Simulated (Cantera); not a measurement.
Ti + C₃H₈ + H₂ (titanium nitride, carbide and oxide coatings)

A closed system holds: 1 mol Ti, 0.49 mol C₃H₈, 6.1 mol H₂, at 1275 °C.

Equilibrium computed with Cantera from the NASA thermochemical tables; the gas is ideal and each condensed phase is pure. Candidate condensed phases: C, C₆H₆, C₇H₈, C₈H₁₈, Ti, TiC; 77 gas species. TiC: taken at fixed stoichiometry. Rates play no part.

```
P (Pa)   x H₂       x H     x CH₄  x C₂H₂ (acetylene)  n C(graphite)  n TiC(s)
------  -----  --------  --------  ------------------  -------------  --------
10      0.997   0.00308   2.04e-7             1.57e-5          0.470      1.00
28      0.998   0.00184   5.72e-7             1.57e-5          0.470      1.00
77      0.999   0.00111   1.58e-6             1.57e-5          0.470      1.00
220     0.999  0.000657   4.50e-6             1.57e-5          0.470      1.00
600     1.000  0.000398   1.23e-5             1.57e-5          0.470      1.00
1700    1.000  0.000237   3.48e-5             1.57e-5          0.469      1.00
4600    1.000  0.000144   9.43e-5             1.57e-5          0.469      1.00
13000   1.000   8.55e-5  0.000266             1.57e-5          0.468      1.00
36000   0.999   5.14e-5  0.000737             1.57e-5          0.464      1.00
100000  0.998   3.08e-5   0.00204             1.57e-5          0.453      1.00
```
x: gas mole fraction; n: condensed amount in mol.

From 0.0750 Torr to 750 Torr the condensed part is C(graphite) + TiC(s).
